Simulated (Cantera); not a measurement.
**Carbothermic reduction: CuO + CH₄ + CO + C**

Feed: 1 mol CuO, 0.34 mol CH₄, 0.064 mol CO, 1.2 mol C, at 43.0 mbar.

These are equilibrium values from Cantera (NASA tables, ideal gas, pure condensed phases), not measurements of a reactor. Candidate condensed phases: C, C₆H₆, C₇H₈, C₈H₁₈, Cu, CuO, Cu(OH)₂, Cu₂O, H₂O; 113 gas species. Equilibrium is a limit: real reactors are often held back by kinetics, nucleation or transport.

```tsv
T (K)	x CO	x H₂	x CO₂	x Cu	x H₂O	n C(graphite)	n Cu(s)	n Cu(l)
800	0.239	0.409	0.243	<1e-12	0.0985	0.969	1.00	0
900	0.515	0.398	0.0636	4.19e-12	0.0214	0.673	1.00	0
1000	0.597	0.390	0.00869	3.63e-10	0.00395	0.561	1.00	0
1100	0.608	0.390	0.00140	1.38e-8	0.000911	0.544	1.00	0
1200	0.610	0.390	0.000302	2.86e-7	0.000265	0.541	1.00	0
1300	0.610	0.390	8.27e-5	3.67e-6	9.32e-5	0.540	1.000	0
1400	0.610	0.390	2.75e-5	3.14e-5	3.81e-5	0.540	0	1.000
1500	0.610	0.390	1.06e-5	0.000191	1.76e-5	0.540	0	1.000
1600	0.609	0.389	4.65e-6	0.000925	8.92e-6	0.540	0	0.998
1700	0.608	0.388	2.24e-6	0.00369	4.89e-6	0.540	0	0.994
1800	0.602	0.384	1.16e-6	0.0126	2.84e-6	0.540	0	0.978
1900	0.586	0.373	6.27e-7	0.0376	1.68e-6	0.539	0	0.931
2000	0.547	0.347	3.29e-7	0.100	9.58e-7	0.539	0	0.804
2100	0.459	0.289	1.47e-7	0.242	4.58e-7	0.538	0	0.432
```
x: gas mole fraction; n: condensed amount in mol.

From 800 K to 1300 K the condensed part is C(graphite) + Cu(s). From 1400 K to 2100 K the condensed part is C(graphite) + Cu(l).
